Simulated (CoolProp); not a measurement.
Properties of 1,2-dichloroethane along the isotherm 500 K.

The numbers come from the reference Helmholtz-energy equation of state, Thol 2015 in CoolProp.

```tsv
p (MPa)	phase	speed of sound (m/s)	Joule-Thomson coefficient (K/MPa)	isothermal compressibility (1/MPa)
4.36	liquid	458.1	0.3518	0.008513
8.71	liquid	523.5	0.1567	0.006075
13.1	liquid	576.1	0.04173	0.004783
17.4	liquid	619.9	-0.03428	0.003988
21.8	liquid	659.2	-0.09112	0.003424
26.1	liquid	693.8	-0.1338	0.003017
30.5	liquid	726.2	-0.1687	0.002696
34.8	liquid	755.5	-0.1966	0.002445
39.2	liquid	783.4	-0.2205	0.002236
43.6	liquid	809.7	-0.2408	0.002061
47.9	liquid	834.0	-0.2578	0.001916
52.3	liquid	857.7	-0.2731	0.001788
```
